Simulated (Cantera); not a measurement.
Input (Python, Cantera):

```python
import numpy as np
import cantera as ct

gas = ct.Solution("gri30.yaml")
gas.TPX = 1200, 23000, {'CH4': 1, 'O2': 1.25, 'N2': 5.12}
reactor = ct.IdealGasConstPressureReactor(gas, energy="on", clone=False)
net = ct.ReactorNet([reactor])
net.rtol, net.atol = 1e-08, 1e-16
show = ['CH4', 'O2', 'NO', 'NO2', 'CO2', 'H2O2', 'OH']
times = np.geomspace(4e-06, 0.8, 15)

steps = ct.SolutionArray(gas, extra=["t"])
rows = []
print(f"{'t/s':>10s}{'T/K':>9s}{'P/Pa':>11s}" + "".join(f"{s:>11s}" for s in show))
for t in times:
    while net.time < t:
        t_next = net.step()
        steps.append(gas.state, t=t_next)
    rows.append([np.interp(t, steps.t, y) for y in (steps.T, steps.P, *steps(*show).X.T)])
    print(f"{t:10.3e}{rows[-1][0]:9.1f}{rows[-1][1]:11.4g}" + "".join(f"{x:11.3e}" for x in rows[-1][2:]))
rate = np.gradient(steps.T, steps.t)
print("integrator steps:", len(steps.t))
if steps.T.max() > steps.T[0] + 200:
    print(f"time of steepest temperature rise: {steps.t[rate.argmax()]:.4e} s")
gas.TPX = 1200, 23000, {'CH4': 1, 'O2': 1.25, 'N2': 5.12}
gas.equilibrate("HP")
print(f"equilibrium (HP): T = {gas.T:.1f} K  " + "  ".join(f"{s} {gas[s].X[0]:.3e}" for s in show))
```

Result:

```
       t/s      T/K       P/Pa        CH4         O2         NO        NO2        CO2       H2O2         OH
 4.000e-06   1200.0    2.3e+04  1.357e-01  1.696e-01  7.932e-24  5.569e-32  2.392e-20  4.047e-13  1.394e-12
 9.565e-06   1200.0    2.3e+04  1.357e-01  1.696e-01  6.430e-23  2.270e-30  4.022e-19  2.287e-12  3.297e-12
 2.287e-05   1200.0    2.3e+04  1.357e-01  1.696e-01  3.305e-22  7.055e-29  4.684e-18  1.299e-11  5.086e-12
 5.470e-05   1200.0    2.3e+04  1.357e-01  1.696e-01  1.190e-21  1.535e-27  4.927e-17  7.318e-11  8.100e-12
 1.308e-04   1200.0    2.3e+04  1.357e-01  1.696e-01  4.159e-21  3.015e-26  5.883e-16  4.039e-10  1.613e-11
 3.128e-04   1200.0    2.3e+04  1.357e-01  1.696e-01  1.666e-20  6.390e-25  8.068e-15  2.113e-09  3.989e-11
 7.480e-04   1200.0    2.3e+04  1.357e-01  1.696e-01  8.111e-20  1.599e-23  1.308e-13  9.893e-09  1.181e-10
 1.789e-03   1200.0    2.3e+04  1.357e-01  1.696e-01  4.940e-19  4.711e-22  2.687e-12  3.671e-08  3.912e-10
 4.278e-03   1200.0    2.3e+04  1.357e-01  1.696e-01  3.935e-18  1.513e-20  7.513e-11  8.737e-08  1.336e-09
 1.023e-02   1200.0    2.3e+04  1.357e-01  1.696e-01  3.430e-17  3.467e-19  2.072e-09  8.984e-08  3.610e-09
 2.446e-02   1200.3    2.3e+04  1.356e-01  1.695e-01  1.977e-16  6.009e-18  2.160e-08  1.172e-07  6.172e-09
 5.850e-02   1201.6    2.3e+04  1.353e-01  1.694e-01  9.479e-16  1.331e-16  1.359e-07  2.890e-07  1.177e-08
 1.399e-01   1211.9    2.3e+04  1.332e-01  1.678e-01  1.571e-14  8.888e-15  3.093e-06  1.536e-06  5.985e-08
 3.345e-01   2405.7    2.3e+04  1.009e-13  1.835e-04  4.874e-04  6.795e-09  2.783e-02  5.609e-09  3.258e-03
 8.000e-01   2405.6    2.3e+04  1.010e-13  1.832e-04  5.111e-04  7.119e-09  2.782e-02  5.602e-09  3.255e-03
integrator steps: 2383
time of steepest temperature rise: 2.0516e-01 s
equilibrium (HP): T = 2405.6 K  CH4 1.156e-13  O2 1.832e-04  NO 5.111e-04  NO2 7.119e-09  CO2 2.782e-02  H2O2 5.602e-09  OH 3.255e-03
```

Detailed kinetics in Cantera: GRI-Mech 3.0 (53 species, 325 reactions).
